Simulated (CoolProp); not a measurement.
Aqueous magnesium chloride as a coolant, 18 % by mass, freezing at -23.4 °C, 1 atm.

Values from CoolProp's Melinder's fits for secondary coolants.

| T (°C) | viscosity (mPa s) | conductivity (W/(m K)) | cp (kJ/(kg K)) | density (kg/m³) |
|---|---|---|---|---|
| -18.9 | 8.18 | 0.489 | 3.096 | 1166 |
| -9.6 | 5.79 | 0.504 | 3.122 | 1165 |
| -0.3 | 4.22 | 0.519 | 3.147 | 1163 |
| 9 | 3.14 | 0.535 | 3.172 | 1160 |
| 18.3 | 2.37 | 0.551 | 3.197 | 1156 |
| 27.6 | 1.80 | 0.567 | 3.222 | 1153 |
| 36.9 | 1.37 | 0.582 | 3.247 | 1149 |
